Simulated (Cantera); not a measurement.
Feed: 1 mol CsCl, 7.6 mol O2, 38 mol H2, held at 3.50 mbar.

Method: chemical equilibrium by Gibbs-energy minimisation in Cantera with the NASA 1993 tables (ideal gas, pure condensed phases). Candidate condensed phases: Cs, CsCl, CsOH, H2O; 22 gas species. The numbers say what is thermodynamically allowed, not how fast it happens.

### Question
At 1273 K, list the 5 most abundant gas species with their mole fractions, and the condensed phases.

### Answer
H2 0.585, H2O 0.390, CsCl 0.0253, HCl 0.000293, CsOH 0.000209. Condensed: gas only.
